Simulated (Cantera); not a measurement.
A closed system holds: 1 mol H2S, 0.23 mol SO2, 7.1 mol O2, held at 10.0 mbar.

Cantera equilibrium calculation (NASA polynomials, part measured and part estimated; ideal gas, pure solids and liquids). Candidate condensed phases: H2O, H2SO4, S; 19 gas species. Equilibrium is a limit: real reactors are often held back by kinetics, nucleation or transport.

At 800 °C, list the 4 most abundant gas species with their mole fractions, and the condensed phases.

O2 0.714, SO2 0.148, H2O 0.128, SO3 0.0102. Condensed: gas only.
